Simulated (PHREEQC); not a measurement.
# Acid rinse or clean (model solution)

Dissolve 0.0035 mol HNO3, 0.069 mol CuSO4 and 0.00055 mol MnSO4 per kg of water at 25 °C. Closed to the air; pH follows from the charge balance.

Computed with PHREEQC (ion-association model, wateq4f.dat).

Each row changes one thing in this solution. This is a speciation only: nothing precipitates in the calculation.

```csv
case,pH,ionic strength (mol/kgw),Cu+2 (mol/kgw),SO4-2 (mol/kgw),CuSO4 (mol/kgw),HSO4- (mol/kgw),SI of Chalcanthite (CuSO4:5H2O),SI of Tenorite (CuO)
as made,2.90,0.153,0.0379,0.0363,0.0311,0.00193,-1.17,-3.70
0.074 mol/kgw H2SO4 added,1.24,0.239,0.0427,0.0376,0.0263,0.0795,-1.24,-7.01
temperature from 25 to 90 °C,3.37,0.146,0.0369,0.0342,0.0320,0.00301,-1.50,-0.81
HNO3 from 0.0035 to 0.00315 mol/kgw,2.94,0.152,0.0379,0.0365,0.0311,0.00174,-1.17,-3.61
MnSO4 replaced by Mn(NO3)2 at the same molality,2.89,0.153,0.0381,0.0360,0.0309,0.00192,-1.17,-3.70
MnSO4 from 0.00055 to 0.00275 mol/kgw,2.90,0.157,0.0378,0.0374,0.0312,0.00195,-1.16,-3.69
temperature from 25 to 45 °C,3.01,0.149,0.0372,0.0352,0.0318,0.00228,-1.28,-2.80
diluted 100-fold with water,4.50,0.00260,0.000636,0.000640,5.36e-5,1.68e-6,-3.94,-1.92
```

Away from 25 °C the constants follow the database's enthalpies or fits; those with neither stay at their 25 °C values.
